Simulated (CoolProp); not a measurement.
A Linde-Hampson liquefier for carbon monoxide: isothermal reversible compression at 300 K from 1 atm to 5 MPa, throttling to 1 atm, return gas leaving the recuperator 10 K below the feed. Each further row changes one setting.

Computed with CoolProp (reference Helmholtz-energy equation of state, Lemmon 2006). It is a short technical equation, of lower accuracy than the large ones.

```
case                        liquid yield per pass  compression work (kJ/kg of gas)
--------------------------  ---------------------  -------------------------------
as stated                                   0.004                              346
high pressure 10 MPa                        0.028                              407
warm-end temperature 330 K              no liquid                              382
warm-end gap 15 K                       no liquid                              346
```
